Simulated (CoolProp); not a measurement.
A closed Brayton cycle with carbon dioxide: compressor inlet 305.15 K and 9.2 MPa, high pressure 23.6 MPa, turbine inlet 710 K, compressor efficiency 0.89, turbine efficiency 0.85, recuperator effectiveness 0.9 (on enthalpy, no pinch check). Each further row changes one setting.

Values from CoolProp's reference Helmholtz-energy equation of state, Span 1996.

```tsv
case	thermal efficiency (%)	net work (kJ/kg)	compressor to turbine work	compressor exit (K)	turbine exit (K)
as stated	___	77.3	0.21	327.2	611.0
turbine inlet 660 K	___	___	0.23	327.2	___
compressor inlet 315.15 K	28.9	68.8	0.30	362.6	611.0
high pressure 20.1 MPa	28.9	66.8	0.19	322.7	___
recuperator effectiveness 0.5	___	77.3	0.21	327.2	611.0
```

**Question.** Some entries are withheld; supply them.

**Answer.** 
- as stated, thermal efficiency (%): 30.4
- turbine inlet 660 K, thermal efficiency (%): 28.6
- turbine inlet 660 K, net work (kJ/kg): 68.7
- turbine inlet 660 K, turbine exit (K): 564.5
- high pressure 20.1 MPa, turbine exit (K): 627.6
- recuperator effectiveness 0.5, thermal efficiency (%): 19.2
